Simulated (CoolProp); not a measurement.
Computed with CoolProp (reference Helmholtz-energy equation of state, Thol 2015).

Task: For octamethylcyclotetrasiloxane (D4), give the phase and the density (kg/m³), expansivity (1/kK) at 43.15 °C and 0.518 MPa; 43.15 °C and 1.55 MPa; 43.15 °C and 2.07 MPa.

Result: 
- 43.15 °C and 0.518 MPa: liquid; density 931, expansivity 1.23
- 43.15 °C and 1.55 MPa: liquid; density 932, expansivity 1.21
- 43.15 °C and 2.07 MPa: liquid; density 933, expansivity 1.21
